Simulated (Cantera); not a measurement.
A perfectly stirred reactor is fed with C2H4 : H2 = 1 : 3.4 (molar parts), at 46.0 Pa; it is held at 1925 K, and followed from long to short residence time.

Cantera simulation using GRI-Mech 3.0 (53 species, 325 reactions); the numbers are that mechanism's predictions, not measurements. GRI-Mech 3.0 was tuned for natural gas; its chemistry of ethylene as a main component is partial and can be far from experiment. GRI-Mech 3.0 stops at C3 and has no aromatics, soot or wall deposition, so with more carbon than oxygen in the feed, carbon stays in small species such as C2H2 where larger ones or solid carbon would form. Radical loss at walls, strong at low pressure, is not modelled.

**Question.** What does this change do: C2H4 1 to 9.6 parts?

**Answer.** 
```
quantity                 before    after
----------------------  -------  -------
x(C2H4) at τ = 0.600 s   0.0184   0.0491
x(H2) at τ = 0.600 s      0.811    0.554
x(C2H2) at τ = 0.600 s    0.170    0.396
x(CH4) at τ = 0.600 s   3.20e-5  6.50e-5
x(C2H6) at τ = 0.600 s  2.34e-9  4.03e-9
x(C2H4) at τ = 31.0 ms    0.156    0.486
x(H2) at τ = 31.0 ms      0.786    0.369
x(C2H2) at τ = 31.0 ms   0.0579    0.145
x(CH4) at τ = 31.0 ms   4.65e-6  9.34e-6
x(C2H6) at τ = 31.0 ms  1.84e-8  2.18e-8
```

**Question.** What does this change do: H2 3.4 to 0.43 parts?

**Answer.** 
```tsv
quantity	before	after
x(C2H4) at τ = 0.600 s	0.0184	0.0471
x(H2) at τ = 0.600 s	0.811	0.569
x(C2H2) at τ = 0.600 s	0.170	0.384
x(CH4) at τ = 0.600 s	3.20e-5	6.36e-5
x(C2H6) at τ = 0.600 s	2.34e-9	3.99e-9
x(C2H4) at τ = 31.0 ms	0.156	0.461
x(H2) at τ = 31.0 ms	0.786	0.399
x(C2H2) at τ = 31.0 ms	0.0579	0.140
x(CH4) at τ = 31.0 ms	4.65e-6	9.38e-6
x(C2H6) at τ = 31.0 ms	1.84e-8	2.31e-8
```
